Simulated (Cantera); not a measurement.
A counterflow diffusion flame at 750 Torr, nozzles 20 mm apart: fuel side CH4 : H2 : N2 = 1 : 0.23 : 0.22 (molar parts) at 548 K, oxidiser side O2 : N2 = 0.17 : 0.83 (molar parts) at 775 K, fuel mass flux 1 times the oxidiser's; mixture-averaged transport, no radiation.

Computed with Cantera and GRI-Mech 3.0 (53 species, 325 reactions). GRI-Mech 3.0 has no aromatics or soot, which form on the fuel side of real flames. The maximum strain rate includes the flame's own expansion and is several times the mean.

x: mole fraction; the columns are a selection and need not sum to one.

```
oxidiser flux (kg/m²/s)  max strain (1/s)  mean strain (1/s)  T max (K)  peak x OH  peak x H  peak x NO  peak x CO  peak x C2H2
-----------------------  ----------------  -----------------  ---------  ---------  --------  ---------  ---------  -----------
0.6                                   515                155       2054    0.00746   0.00549   0.000183     0.0406      0.00908
0.81                                  687                209       2041    0.00741   0.00573   0.000161     0.0406      0.00867
1.1                                   922                284       2024    0.00724   0.00594   0.000137     0.0406      0.00815
1.5                                  1240                387       2005    0.00702   0.00610   0.000112     0.0408      0.00754
2                                     [?]                516       1985    0.00675   0.00619        [?]     0.0412          [?]
2.8                                  2280                722       1953    0.00626   0.00613    6.15e-5     0.0419      0.00578
3.7                                   [?]                955       1918        [?]   0.00588        [?]     0.0425          [?]
```

**Question.** Fill in the missing entries.

**Answer.** 
- 2, max strain (1/s): 1650
- 2, peak x NO: 8.85e-5
- 2, peak x C2H2: 0.00685
- 3.7, max strain (1/s): 2970
- 3.7, peak x OH: 0.00567
- 3.7, peak x NO: 4.06e-5
- 3.7, peak x C2H2: 0.00465
